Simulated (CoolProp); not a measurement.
Vapour-liquid equilibrium of methanol (1) + dimethyl carbonate (2) at 540 kPa; x and y are mole fractions of (1).

The numbers come from the multi-fluid Helmholtz-energy mixture model, de Reuck 1993 and Zhou 2011; pair parameters Bell 2016 in CoolProp.

Question: Give the bubble temperature and the first vapour's composition at x = 0.05, 0.2, 0.65. Is there an azeotrope?

Answer: x = 0.05: 145.2 °C, y = 0.188; x = 0.2: 130.7 °C, y = 0.481; x = 0.65: 116.5 °C, y = 0.776. No azeotrope shows between x = 0.05 and 0.95.

Pair parameters are fitted to limited data, so mixtures are less certain than the pure fluids.
